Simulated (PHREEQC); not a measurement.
A made-up water analysis in mg/L, 5.7 °C, pH 5.62, pe 10.9:

```json
[
 {"constituent": "Na", "mg/L": "0.322"},
 {"constituent": "K", "mg/L": "0.0457"},
 {"constituent": "Ca", "mg/L": "0.347"},
 {"constituent": "Mg", "mg/L": "0.054"},
 {"constituent": "Cl", "mg/L": "0.907"},
 {"constituent": "S(6) as SO4", "mg/L": "0.401"},
 {"constituent": "Alkalinity as HCO3", "mg/L": "0.208"},
 {"constituent": "Cd", "mg/L": "0.044"}
]
```

Valence states are taken as typed.

All values are PHREEQC results (ion-association model, wateq4f.dat), not measurements.

```
Property                       Result
--------------------  ---------------
ionic strength        5.54e-5 mol/kgw
charge-balance error            0.5 %
```

```json
[
 {"species": "CO2", "molality": "4.47e-5", "activity": "4.47e-5", "log γ": "0.000"},
 {"species": "Cl-", "molality": "2.56e-5", "activity": "2.54e-5", "log γ": "-0.004"},
 {"species": "Na+", "molality": "1.40e-5", "activity": "1.39e-5", "log γ": "-0.004"},
 {"species": "Ca+2", "molality": "8.65e-6", "activity": "8.37e-6", "log γ": "-0.015"},
 {"species": "HCO3-", "molality": "5.83e-6", "activity": "5.78e-6", "log γ": "-0.004"},
 {"species": "SO4-2", "molality": "4.17e-6", "activity": "4.03e-6", "log γ": "-0.015"},
 {"species": "H+", "molality": "2.42e-6", "activity": "2.40e-6", "log γ": "-0.004"},
 {"species": "Mg+2", "molality": "2.22e-6", "activity": "2.15e-6", "log γ": "-0.015"},
 {"species": "K+", "molality": "1.17e-6", "activity": "1.16e-6", "log γ": "-0.004"},
 {"species": "Cd+2", "molality": "3.90e-7", "activity": "3.77e-7", "log γ": "-0.015"},
 {"species": "CaSO4", "molality": "5.55e-9", "activity": "5.55e-9", "log γ": "0.000"},
 {"species": "MgSO4", "molality": "1.19e-9", "activity": "1.19e-9", "log γ": "0.000"}
]
```

Precipitation was switched off in this run. Away from 25 °C the constants follow the database's enthalpies or fits; those with neither stay at their 25 °C values.
